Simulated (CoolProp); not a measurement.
A single-stage vapour-compression cycle with the fluid: evaporating at 284.15 K (dew point), condensing at 329.15 K (bubble point), superheat 10 K, subcooling 5 K, compressor efficiency 0.8, no pressure losses. The same conditions are run with several fluids, on thermodynamics alone (safety and materials aside).

The numbers come from the reference Helmholtz-energy equation of state of each fluid (R115: Lemmon 2016; R245fa: Akasaka 2015; R1224YDZ: Akasaka 2023; isohexane: Lemmon 2006; R125: Lemmon 2005; R236FA: Pan 2012) in CoolProp.

```csv
fluid,cooling COP,pressure ratio,discharge temperature (K),refrigerating effect (kJ/kg),volumetric capacity (kJ/m³)
R115,3.54,(withheld),336.5,(withheld),2920
R245fa,(withheld),4.79,340.1,154,751
R1224YDZ,4.32,4.51,339.2,133,729
isohexane,4.40,5.78,333.4,(withheld),154
R125,3.30,3.10,344.5,75.9,4200
R236FA,4.12,4.14,335.1,111,1220
```

### Question
Fill in the missing entries.

### Answer

- R115, pressure ratio: 3.08
- R115, refrigerating effect (kJ/kg): 65.1
- R245fa, cooling COP: 4.33
- isohexane, refrigerating effect (kJ/kg): 282
